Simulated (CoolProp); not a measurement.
Vapour-liquid equilibrium of benzene (1) + n-decane (2) at 10.9 bar; x and y are mole fractions of (1).

The numbers come from the multi-fluid Helmholtz-energy mixture model, Thol 2012 and Lemmon 2006; pair parameters Bell 2016 in CoolProp.

```tsv
x	bubble temperature (K)	y at the bubble point	dew temperature at overall composition x (K)	liquid density (mol/L)
0.05	562.9	0.118	567.6	3.362
0.15	546.4	0.344	560.7	3.742
0.25	530.2	0.531	553.5	4.144
0.35	515.5	0.672	545.9	4.568
0.45	502.6	0.773	537.6	5.020
0.55	491.5	0.844	528.4	5.512
0.65	482.0	0.897	518.0	6.059
0.75	473.6	0.936	505.7	6.680
0.85	466.2	0.966	490.6	7.402
0.95	459.6	0.990	470.3	8.256
```

No azeotrope shows between x = 0.05 and 0.95.

The pair parameters rest on a limited set of measurements; away from them the model extrapolates.
